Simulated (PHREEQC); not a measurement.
1 kg of water holding 71 mmol/kgw K2CO3 and 50 mmol/kgw KOH meets 20 L of dry gas (O2 1 by moles) at fixed total pressure, at 30 atm; fugacities by Peng-Robinson. The gases take part in no redox reaction, some water evaporates into the gas, and hydrates or a liquid gas phase aren't modelled. Nothing may precipitate in this run.

Equilibrium calculation in PHREEQC: ion-association model, phreeqc.dat.

Question: Predict dissolved O2 (mol/kgw) at T (°C) = 40, 50, 80.

Answer: 
| T (°C) | dissolved O2 (mol/kgw) |
|---|---|
| 40 | 0.0276 |
| 50 | 0.0249 |
| 80 | 0.0208 |

Constants without temperature data keep their 25 °C values here.
